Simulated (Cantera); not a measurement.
A freely propagating, adiabatic, planar premixed flame of CO : H2 : O2 : N2 : H2O = 1 : 0.12 : 0.4 : 1.08 : 0.12 (molar parts), equivalence ratio 1.4, unburnt at 675 K and 0.180 bar; mixture-averaged transport, grid criteria slope 0.08 and curve 0.16, no radiation.

Detailed kinetics in Cantera: GRI-Mech 3.0 (53 species, 325 reactions). Burning velocities carry a grid error of a few per cent, more on coarse grids.

x: mole fraction of selected species; z is measured from the peak of heat release.

```
z (mm)  T (K)  u (m/s)   x CO    x H2    x O2     x H   x H2O2    x N2O
------  -----  -------  -----  ------  ------  ------  -------  -------
-19.3     675     3.90  0.368  0.0441   0.147   <1e-8    <1e-8    <1e-8
-12.9     675     3.90  0.368  0.0441   0.147   <1e-8    <1e-8    <1e-8
-9.64     675     3.90  0.368  0.0441   0.147   <1e-8    <1e-8    <1e-8
-6.43     675     3.90  0.368  0.0441   0.147   <1e-8    <1e-8    <1e-8
-3.21     676     3.91  0.368  0.0440   0.147     ___      ___    <1e-8
-1.61     ___     4.32  0.364  0.0407   0.144     ___      ___    <1e-8
0        1131     6.47  0.322  0.0172   0.109  0.0258  5.77e-7    <1e-8
1.61     1468     8.19  0.232  0.0110  0.0569  0.0518  3.30e-7  1.44e-8
3.21     1617     8.85  0.198  0.0135  0.0422  0.0547  2.07e-7  1.25e-8
6.43     1753     9.49  0.195  0.0142  0.0389  0.0446  1.30e-7  1.30e-8
12.9     1904     10.2  0.197  0.0139  0.0371  0.0320  7.47e-8  1.44e-8
25.7     2069     10.9  0.194  0.0129  0.0337  0.0216  4.18e-8  1.68e-8
51.4     2234     11.6  0.188  0.0116  0.0289  0.0140  2.65e-8  2.27e-8
```

**Question.** Some entries are withheld; supply them.

**Answer.** 
- -3.21, x H: 3.07e-5
- -3.21, x H2O2: 3.24e-7
- -1.61, T (K): 749
- -1.61, x H: 0.00199
- -1.61, x H2O2: 1.45e-6
